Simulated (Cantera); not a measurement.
Feed: 1 mol SO₂, 0.34 mol O₂, 6.4 mol H₂, held at 2275 K and 0.610 bar.

Cantera equilibrium calculation (NASA polynomials, part measured and part estimated; ideal gas, pure solids and liquids). Candidate condensed phases: H₂O, H₂SO₄, S; 19 gas species. The numbers say what is thermodynamically allowed, not how fast it happens.

Base state: H₂ 0.533, H₂O 0.351, S₂ 0.0374, H₂S 0.0246, SH 0.0173, SO 0.0121, SO₂ 0.0108, H 0.00794 (mole fractions); condensed: gas only.

**Question.** What changes in the equilibrium state with this change: H₂ from 6.4 to 0.63 mol?

**Answer.** 
```tsv
species	before	after
SO₂	0.0108	0.591
H₂O	0.351	0.367
O₂	2.29e-6	0.0194
H₂	0.533	0.00605
S₂	0.0374	1.56e-6
H₂S	0.0246	1.81e-6
SH	0.0173	1.19e-5
SO	0.0121	0.00722
SO₃	3.66e-8	0.000184
S₂O	0.000347	1.33e-6
S	0.00384	2.48e-5
O	8.31e-6	0.000764
```

**Question.** What changes in the equilibrium state with this change: O₂ from 0.34 to 0.029 mol?

**Answer.** 
| species | before | after |
|---|---|---|
| H₂ | 0.533 | 0.607 |
| H₂O | 0.351 | 0.278 |
| S₂ | 0.0374 | 0.0394 |
| SO₂ | 0.0108 | 0.00537 |
| SO | 0.0121 | 0.00867 |
| H₂S | 0.0246 | 0.0288 |
| SH | 0.0173 | 0.0189 |
| S₂O | 0.000347 | 0.000255 |
| OH | 0.000814 | 0.000604 |
| H | 0.00794 | 0.00847 |
